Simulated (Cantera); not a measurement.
Charge: 1 mol Si3N4, 0.12 mol H2O, 2.3 mol H2, held at 0.170 bar.

Cantera equilibrium calculation (NASA polynomials, part measured and part estimated; ideal gas, pure solids and liquids). Candidate condensed phases: H2O, Si, SiO2, Si2N2O, Si3N4; 35 gas species. Mutual solubility and eutectic melting of coexisting phases are not modelled. Gases not in the tables: Si2H6 and higher silanes. Rates play no part.

Q: Which condensed phases are stable at each of these points (T (K)): 973, 1073, 1173, 1273, 1373, 1473, 1573, 1673, 1773, 1873, 1973, 2073, 2173, 2273?

A: 
```json
[
 {"T (K)": "973", "condensed phases": "Si2N2O(s) + Si3N4(s)", "Si condensed (%)": "100.0"},
 {"T (K)": "1073", "condensed phases": "Si2N2O(s) + Si3N4(s)", "Si condensed (%)": "100.0"},
 {"T (K)": "1173", "condensed phases": "Si2N2O(s) + Si3N4(s)", "Si condensed (%)": "100.0"},
 {"T (K)": "1273", "condensed phases": "Si2N2O(s) + Si3N4(s)", "Si condensed (%)": "100.0"},
 {"T (K)": "1373", "condensed phases": "Si2N2O(s) + Si3N4(s)", "Si condensed (%)": "100.0"},
 {"T (K)": "1473", "condensed phases": "Si2N2O(s) + Si3N4(s)", "Si condensed (%)": "100.0"},
 {"T (K)": "1573", "condensed phases": "Si2N2O(s) + Si3N4(s)", "Si condensed (%)": "100.0"},
 {"T (K)": "1673", "condensed phases": "Si2N2O(s) + Si3N4(s)", "Si condensed (%)": "100.0"},
 {"T (K)": "1773", "condensed phases": "Si(l) + Si2N2O(s) + Si3N4(s)", "Si condensed (%)": "99.9"},
 {"T (K)": "1873", "condensed phases": "Si(l) + Si2N2O(s) + Si3N4(s)", "Si condensed (%)": "99.4"},
 {"T (K)": "1973", "condensed phases": "Si(l)", "Si condensed (%)": "95.9"},
 {"T (K)": "2073", "condensed phases": "Si(l)", "Si condensed (%)": "95.9"},
 {"T (K)": "2173", "condensed phases": "Si(l)", "Si condensed (%)": "95.6"},
 {"T (K)": "2273", "condensed phases": "Si(l)", "Si condensed (%)": "95.1"}
]
```

From 973 K to 1673 K the condensed part is Si2N2O(s) + Si3N4(s). From 1773 K to 1873 K the condensed part is Si(l) + Si2N2O(s) + Si3N4(s). From 1973 K to 2273 K the condensed part is Si(l).
